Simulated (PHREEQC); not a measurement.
Consider water at 25 °C with 0.049 mol ZnSO4 and 0.00016 mol CaCl2 per kg of water. Closed to the air; pH follows from the charge balance.

Model: ion-association model, phreeqc.dat, run in PHREEQC.

Problem. The ionic strength comes out as 0.107 mol/kgw. What activity coefficients do SO4-2, Cl-, ZnCl+, HSO4-, H+ get?

Solution. SO4-2 0.36, Cl- 0.76, ZnCl+ 0.76, HSO4- 0.78, H+ 0.82.

Precipitation was switched off in this run.
